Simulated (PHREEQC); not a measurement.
# Spent oxide etchant

Consider water at 30 °C with 0.0086 mol HF, 0.0028 mol H2SiF6 and 0.23 mol H3PO4 per kg of water. Closed to the air; pH follows from the charge balance.

Model: ion-association model, phreeqc.dat, run in PHREEQC.

This is a speciation only: nothing precipitates in the calculation.

Question: What pH, ionic strength does the model give?

Answer: pH 1.42; ionic strength 0.0474 mol/kgw.

Question: In which forms is P present?

Answer: H3PO4 83 %, H2PO4- 17 % of the P.

Species that the database lacks are ignored. SiF6-2 is the database's only silicon fluoride.
